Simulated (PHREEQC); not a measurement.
A solution holds 8.3 mmol/kgw HCl, 140 mmol/kgw CuSO4 and 3.8 mmol/kgw MnSO4, at 85 °C. It is in equilibrium with CO2 at log p = -3.4 (atm). Otherwise closed; pH follows from the charge balance.

The numbers come from PHREEQC with the ion-association model, phreeqc.dat.

```csv
quantity,before,after
pH,3.11,3.41
ionic strength (mol/kgw),0.278,0.277
MnSO4 (mol/kgw),0.00234,0.00237
Mn+2 (mol/kgw),0.00145,0.00143
Cu2(OH)2+2 (mol/kgw),1.29e-5,5.14e-5
SI of Rhodochrosite (MnCO3),-7.71,-7.11
```

**Question.** What was changed between the two runs?
A. temperature from 85 to 10 °C
B. temperature from 85 to 35 °C
C. HCl from 0.0083 to 0.00415 mol/kgw
D. HCl replaced by FeCl2 at the same molality
E. 0.03 mol/kgw CO2 added

**Answer.** C, HCl from 0.0083 to 0.00415 mol/kgw

This is a speciation only: nothing precipitates in the calculation. Away from 25 °C the constants follow the database's enthalpies or fits; those with neither stay at their 25 °C values.
